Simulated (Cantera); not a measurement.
What does this Cantera script print?

```python
import numpy as np
import cantera as ct

gas = ct.Solution("gri30.yaml")


def delay(T, t_max=10):
    gas.TPX = T, 101325, {'CH4': 1, 'H2': 1.4, 'O2': 2.7, 'N2': 11.6}
    reactor = ct.IdealGasReactor(gas, clone=False)
    net = ct.ReactorNet([reactor])
    net.rtol, net.atol = 1e-8, 1e-16
    while net.time < t_max:
        t_old, T_old = net.time, reactor.T
        net.step()
        if reactor.T > T + 400:  # ignition: a rise of 400 K
            return t_old + (T + 400 - T_old) / (reactor.T - T_old) * (net.time - t_old)
    return np.nan


taus = []
for T in [1098, 1148, 1198, 1248, 1298, 1348]:
    taus.append(delay(T))
    print(f"T0 = {T:6g} K   tau = {taus[-1]:.4e} s")
```

Output:

```
T0 =   1098 K   tau = 1.4195e-03 s
T0 =   1148 K   tau = 8.8350e-04 s
T0 =   1198 K   tau = 5.7560e-04 s
T0 =   1248 K   tau = 3.8907e-04 s
T0 =   1298 K   tau = 2.7184e-04 s
T0 =   1348 K   tau = 1.9586e-04 s
```

Cantera simulation using GRI-Mech 3.0 (53 species, 325 reactions); the numbers are that mechanism's predictions, not measurements.
